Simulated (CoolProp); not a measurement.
Properties of ethanol along the isotherm 180.55 °C (Tc = 241.6 °C, pc = 6.268 MPa, ω = 0.644).

Model: reference Helmholtz-energy equation of state, Schroeder 2014, in CoolProp.

| p (MPa) | phase | density (kg/m³) | cv (kJ/(kg K)) | isothermal compressibility (1/MPa) | conductivity (mW/(m K)) |
|---|---|---|---|---|---|
| 4.48 | liquid | 607.1 | ? | 0.006401 | ? |
| 8.95 | liquid | 622.4 | 2.941 | 0.004882 | ? |
| 13.4 | liquid | 634.7 | 2.915 | 0.004002 | 146 |
| 17.9 | liquid | 645.3 | 2.896 | 0.003409 | 148 |
| 22.4 | liquid | 654.6 | 2.880 | 0.002983 | 151 |
| 26.9 | liquid | 663.0 | 2.867 | 0.002660 | 153 |
| 31.3 | liquid | 670.4 | 2.856 | ? | 156 |
| 35.8 | liquid | 677.4 | 2.847 | 0.002204 | 158 |
| 40.3 | liquid | 683.9 | ? | 0.002032 | 160 |
| 44.8 | liquid | 689.9 | 2.830 | 0.001886 | 163 |
| 49.2 | liquid | 695.5 | ? | 0.001764 | 165 |
| 53.7 | liquid | 700.8 | 2.817 | 0.001656 | 167 |
| 58.2 | liquid | 705.9 | 2.812 | 0.001561 | 169 |
| 62.7 | liquid | 710.8 | 2.806 | 0.001477 | 171 |

Task: Complete the blanks.

Result: 
- 4.48, cv (kJ/(kg K)): 2.978
- 4.48, conductivity (mW/(m K)): 140
- 8.95, conductivity (mW/(m K)): 143
- 31.3, isothermal compressibility (1/MPa): 0.002411
- 40.3, cv (kJ/(kg K)): 2.838
- 49.2, cv (kJ/(kg K)): 2.824

Thermal conductivity comes from a separate model (Assael 2013).
